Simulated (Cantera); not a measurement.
An isothermal, constant-pressure homogeneous reactor starts with CO : O2 : H2O : N2 = 0.0014 : 0.092 : 0.00017 : 1 (molar parts), at 1498 K and 0.133 bar.

Cantera simulation using GRI-Mech 3.0 (53 species, 325 reactions); the numbers are that mechanism's predictions, not measurements.

x: mole fraction; the columns are a selection and need not sum to one.

```json
[
 {"t (s)": "0.000100", "x CO": "0.00128", "x O2": "0.0841", "x H2O": "0.000155", "x OH": "3.67e-11", "x HO2": "3.08e-11", "x NO": "<1e-12"},
 {"t (s)": "0.000217", "x CO": "0.00128", "x O2": "0.0841", "x H2O": "0.000155", "x OH": "9.35e-11", "x HO2": "6.54e-11", "x NO": "<1e-12"},
 {"t (s)": "0.000469", "x CO": "0.00128", "x O2": "0.0841", "x H2O": "0.000155", "x OH": "2.68e-10", "x HO2": "1.35e-10", "x NO": "<1e-12"},
 {"t (s)": "0.00102", "x CO": "0.00128", "x O2": "0.0841", "x H2O": "0.000155", "x OH": "8.85e-10", "x HO2": "2.66e-10", "x NO": "<1e-12"},
 {"t (s)": "0.00220", "x CO": "0.00128", "x O2": "0.0841", "x H2O": "0.000155", "x OH": "3.33e-9", "x HO2": "4.73e-10", "x NO": "<1e-12"},
 {"t (s)": "0.00477", "x CO": "0.00128", "x O2": "0.0841", "x H2O": "0.000155", "x OH": "1.38e-8", "x HO2": "7.26e-10", "x NO": "<1e-12"},
 {"t (s)": "0.0103", "x CO": "0.00128", "x O2": "0.0841", "x H2O": "0.000155", "x OH": "6.51e-8", "x HO2": "1.06e-9", "x NO": "3.78e-12"},
 {"t (s)": "0.0224", "x CO": "0.00128", "x O2": "0.0841", "x H2O": "0.000155", "x OH": "4.44e-7", "x HO2": "2.78e-9", "x NO": "2.77e-11"},
 {"t (s)": "0.0484", "x CO": "0.00124", "x O2": "0.0841", "x H2O": "0.000151", "x OH": "8.07e-6", "x HO2": "2.41e-8", "x NO": "6.96e-10"},
 {"t (s)": "0.105", "x CO": "0.000633", "x O2": "0.0835", "x H2O": "0.000129", "x OH": "4.65e-5", "x HO2": "1.04e-7", "x NO": "8.63e-8"},
 {"t (s)": "0.227", "x CO": "6.00e-5", "x O2": "0.0832", "x H2O": "0.000127", "x OH": "4.98e-5", "x HO2": "1.08e-7", "x NO": "1.01e-6"},
 {"t (s)": "0.492", "x CO": "___", "x O2": "0.0834", "x H2O": "0.000139", "x OH": "___", "x HO2": "___", "x NO": "___"},
 {"t (s)": "1.07", "x CO": "1.49e-6", "x O2": "0.0835", "x H2O": "0.000147", "x OH": "1.72e-5", "x HO2": "2.69e-8", "x NO": "2.78e-6"},
 {"t (s)": "2.31", "x CO": "4.09e-7", "x O2": "0.0835", "x H2O": "0.000151", "x OH": "9.44e-6", "x HO2": "9.97e-9", "x NO": "3.04e-6"},
 {"t (s)": "5.00", "x CO": "1.35e-7", "x O2": "0.0835", "x H2O": "0.000153", "x OH": "5.71e-6", "x HO2": "4.04e-9", "x NO": "3.15e-6"}
]
```

Question: What belongs in the gaps?

Answer: 
- 0.492, x CO: 6.02e-6
- 0.492, x OH: 3.14e-5
- 0.492, x HO2: 6.21e-8
- 0.492, x NO: 2.14e-6
